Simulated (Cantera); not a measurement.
A closed system holds: 1 mol PbO, 0.068 mol H₂, 8.9 mol N₂, held at 1300 °C and 5.60 mbar.

These are equilibrium values from Cantera (NASA tables, ideal gas, pure condensed phases), not measurements of a reactor. Candidate condensed phases: H₂O, Pb, PbO, PbO₂, Pb₃O₄; 27 gas species. Gases not in the tables: (PbO)n polymers. Kinetics and transport are ignored.

Base state: N₂ 0.876, PbO 0.0551, Pb 0.0434, O₂ 0.0181, H₂O 0.00666, NO 0.000532, OH 7.33e-5, O 1.88e-5 (mole fractions); condensed: gas only.

Problem. What changes in the equilibrium state with this change: temperature from 1300 °C to 350 °C?

Solution. 
```json
[
 {"species": "N₂", "before": "0.876", "after": "0.992"},
 {"species": "H₂O", "before": "0.00666", "after": "0.00758"},
 {"species": "Pb", "before": "0.0434", "after": "3.71e-9"},
 {"species": "PbO", "before": "0.0551", "after": "<1e-9"},
 {"species": "O₂", "before": "0.0181", "after": "<1e-9"},
 {"species": "NO", "before": "0.000532", "after": "<1e-9"},
 {"species": "OH", "before": "7.33e-5", "after": "<1e-9"},
 {"species": "O", "before": "1.88e-5", "after": "<1e-9"},
 {"species": "Pb(l), mol", "before": "0", "after": "0.0680"},
 {"species": "PbO(red), mol", "before": "0", "after": "0.932"}
]
```

Problem. What changes in the equilibrium state with this change: temperature from 1300 °C to 450 °C?

Solution. 
```
species          before    after
-------------  --------  -------
N₂                0.876    0.992
H₂O             0.00666  0.00758
Pb               0.0434  5.53e-7
PbO              0.0551    <1e-9
O₂               0.0181    <1e-9
NO             0.000532    <1e-9
OH              7.33e-5    <1e-9
O               1.88e-5    <1e-9
Pb(l), mol            0   0.0680
PbO(red), mol         0    0.932
```

Problem. What changes in the equilibrium state with this change: temperature from 1300 °C to 227 °C?

Solution. 
| species | before | after |
|---|---|---|
| N₂ | 0.876 | 0.992 |
| H₂O | 0.00666 | 0.00758 |
| PbO | 0.0551 | <1e-9 |
| Pb | 0.0434 | <1e-9 |
| O₂ | 0.0181 | <1e-9 |
| NO | 0.000532 | <1e-9 |
| OH | 7.33e-5 | <1e-9 |
| O | 1.88e-5 | <1e-9 |
| Pb(s), mol | 0 | 0.0680 |
| PbO(red), mol | 0 | 0.932 |
